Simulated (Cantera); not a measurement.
A perfectly stirred reactor is fed with 4.89 % H2, 6.79 % O2, 88.3 % N2, at 0.133 bar; it is held at 1400 K, and followed from long to short residence time.

Detailed kinetics in Cantera: the H2/O2 subset of GRI-Mech 3.0, which has no nitrogen chemistry. The temperature is held fixed by assumption; the heat of reaction is taken as removed at once.

Problem. Predict: x(H2) at τ = 3.10 s; x(O2) at τ = 3.10 s; x(H) at τ = 3.10 s; x(HO2) at τ = 3.10 s; x(O) at τ = 3.10 s; x(H2) at τ = 0.120 s; x(O2) at τ = 0.120 s; x(H) at τ = 0.120 s; x(HO2) at τ = 0.120 s; x(O) at τ = 0.120 s.

Solution. 
```
Quantity                 Result
---------------------  --------
x(H2) at τ = 3.10 s     7.49e-5
x(O2) at τ = 3.10 s      0.0445
x(H) at τ = 3.10 s      2.35e-5
x(HO2) at τ = 3.10 s    4.75e-7
x(O) at τ = 3.10 s     0.000119
x(H2) at τ = 0.120 s   0.000617
x(O2) at τ = 0.120 s     0.0442
x(H) at τ = 0.120 s    0.000579
x(HO2) at τ = 0.120 s   1.51e-6
x(O) at τ = 0.120 s     0.00101
```
